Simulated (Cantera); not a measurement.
A closed system holds: 1 mol C₃H₆, 0.47 mol NH₃, 41 mol H₂, at 1 atm.

Cantera equilibrium calculation (NASA polynomials, part measured and part estimated; ideal gas, pure solids and liquids). Candidate condensed phases: C, C₆H₆, C₇H₈, C₈H₁₈; 110 gas species. Ions and electrons are included (thermal ionisation). Equilibrium is a limit: real reactors are often held back by kinetics, nucleation or transport.

x: gas mole fraction; nothing condenses.

```tsv
T (K)	x H	x H₂	x C	x C₂H₂ (acetylene)
3000	0.142	0.822	3.56e-5	0.0259
3250	0.267	0.700	0.000228	0.0220
3500	0.431	0.539	0.00107	0.0155
3750	0.604	0.368	0.00367	0.00786
4000	0.749	0.224	0.00914	0.00267
4250	0.845	0.125	0.0170	0.000621
4500	0.899	?	?	?
4750	0.928	?	0.0285	?
5000	0.943	0.0218	0.0304	2.12e-6
```

Question: Fill in the missing entries.

Answer: 
- 4500, x H₂: 0.0685
- 4500, x C: 0.0243
- 4500, x C₂H₂ (acetylene): 0.000105
- 4750, x H₂: 0.0380
- 4750, x C₂H₂ (acetylene): 1.48e-5
